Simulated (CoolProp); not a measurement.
Vapour-liquid equilibrium of R125 (1) + R227EA (2) at 293.3 K; x and y are mole fractions of (1).

Model: multi-fluid Helmholtz-energy mixture model, Lemmon 2005 and Lemmon 2016; pair parameters Bell 2016, in CoolProp.

```json
[
 {"x": "0.05", "bubble pressure (kPa)": "427.1", "y at the bubble point": "0.119", "dew pressure at overall composition x (kPa)": "405.4", "liquid density (mol/L)": "8.365"},
 {"x": "0.125", "bubble pressure (kPa)": "482.5", "y at the bubble point": "0.268", "dew pressure at overall composition x (kPa)": "429.1", "liquid density (mol/L)": "8.495"},
 {"x": "0.2", "bubble pressure (kPa)": "539.2", "y at the bubble point": "0.389", "dew pressure at overall composition x (kPa)": "455.7", "liquid density (mol/L)": "8.627"},
 {"x": "0.275", "bubble pressure (kPa)": "596.9", "y at the bubble point": "0.490", "dew pressure at overall composition x (kPa)": "485.7", "liquid density (mol/L)": "8.760"},
 {"x": "0.35", "bubble pressure (kPa)": "655.6", "y at the bubble point": "0.575", "dew pressure at overall composition x (kPa)": "519.7", "liquid density (mol/L)": "8.896"},
 {"x": "0.425", "bubble pressure (kPa)": "715.3", "y at the bubble point": "0.648", "dew pressure at overall composition x (kPa)": "558.6", "liquid density (mol/L)": "9.034"},
 {"x": "0.5", "bubble pressure (kPa)": "775.9", "y at the bubble point": "0.711", "dew pressure at overall composition x (kPa)": "603.4", "liquid density (mol/L)": "9.174"},
 {"x": "0.575", "bubble pressure (kPa)": "837.4", "y at the bubble point": "0.767", "dew pressure at overall composition x (kPa)": "655.7", "liquid density (mol/L)": "9.316"},
 {"x": "0.65", "bubble pressure (kPa)": "900.0", "y at the bubble point": "0.817", "dew pressure at overall composition x (kPa)": "717.2", "liquid density (mol/L)": "9.459"},
 {"x": "0.725", "bubble pressure (kPa)": "963.7", "y at the bubble point": "0.862", "dew pressure at overall composition x (kPa)": "790.1", "liquid density (mol/L)": "9.604"},
 {"x": "0.8", "bubble pressure (kPa)": "1029", "y at the bubble point": "0.904", "dew pressure at overall composition x (kPa)": "877.5", "liquid density (mol/L)": "9.750"},
 {"x": "0.875", "bubble pressure (kPa)": "1095", "y at the bubble point": "0.942", "dew pressure at overall composition x (kPa)": "983.1", "liquid density (mol/L)": "9.897"},
 {"x": "0.95", "bubble pressure (kPa)": "1164", "y at the bubble point": "0.977", "dew pressure at overall composition x (kPa)": "1111", "liquid density (mol/L)": "10.04"}
]
```

No azeotrope shows between x = 0.05 and 0.95.

The pair parameters rest on a limited set of measurements; away from them the model extrapolates.
